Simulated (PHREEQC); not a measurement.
Make-up at 25 °C: 0.0225 mol/kgw HF, 0.27 mol/kgw NaF and 0.11 mol/kgw H2SO4. Closed to the air; pH follows from the charge balance.

Model: ion-association model, phreeqc.dat, run in PHREEQC.

```json
{
 "pH": "2.27",
 "ionic_strength": "0.326 mol/kgw",
 "activity_of_water": "0.989",
 "density": "1.014 g/cm³",
 "total_alkalinity": "-242 meq/kg"
}
```

```csv
species,molality,activity,log γ
Na+,0.245,0.178,-0.138
HF,0.194,0.209,0.033
SO4-2,0.0745,0.0181,-0.614
F-,0.0389,0.0260,-0.176
HF2-,0.0285,0.0208,-0.135
NaSO4-,0.0226,0.0162,-0.145
HSO4-,0.0129,0.00947,-0.135
H+,0.00690,0.00538,-0.108
```

Precipitation was switched off in this run.
